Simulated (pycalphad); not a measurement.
Source of the numbers: pycalphad with the COST 507 light-alloy database (1999); pressure 1 atm. The data set is of 1999 and partly superseded. Phase fractions are per mole of atoms. Kinetics are ignored, which matters at the lower temperatures.

### Question
Give the equilibrium state of Si-0.7211C (wt.%) at 800 K.

### Answer
diamond (Si), fraction 0.967, with <0.01 C wt.%; CSI, fraction 0.033, with 30.0 C wt.%.

### Question
Give the equilibrium state of Si-0.7211C (wt.%) at 2300 K.

### Answer
liquid, fraction 0.974, with 0.17 C wt.%; CSI, fraction 0.026, with 30.0 C wt.%.

Database names, with the compositions (at.%) that they take in these runs: CSI: Si 50 C 50.
